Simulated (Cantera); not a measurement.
A perfectly stirred reactor is fed with CH4 : N2 = 1 : 27 (molar parts), at 91.0 Pa; it is held at 1775 K, and followed from long to short residence time.

Detailed kinetics in Cantera: GRI-Mech 3.0 (53 species, 325 reactions). GRI-Mech 3.0 stops at C3 and has no aromatics, soot or wall deposition, so with more carbon than oxygen in the feed, carbon stays in small species such as C2H2 where larger ones or solid carbon would form. Radical loss at walls, strong at low pressure, is not modelled.

```tsv
quantity	before	after
x(CH4) at τ = 2.20 s	0.0190	0.00134
x(C2H4) at τ = 2.20 s	0.000565	2.53e-5
x(C2H) at τ = 2.20 s	1.49e-7	1.65e-7
x(C2H2) at τ = 2.20 s	0.00707	0.0165
x(H2) at τ = 2.20 s	0.0228	0.0497
x(CH4) at τ = 23.0 ms	0.0357	0.0118
x(C2H4) at τ = 23.0 ms	2.35e-7	0.000224
x(C2H) at τ = 23.0 ms	<1e-12	1.10e-7
x(C2H2) at τ = 23.0 ms	1.66e-8	0.0112
x(H2) at τ = 23.0 ms	2.52e-5	0.0341
```

**Question.** What was changed between the two runs?
A) pressure from 91.0 Pa to 1330 Pa
B) pressure from 91.0 Pa to 100000 Pa
C) pressure from 91.0 Pa to 2670 Pa
D) CH4 1 to 0.33 parts

**Answer.** B, pressure from 91.0 Pa to 100000 Pa
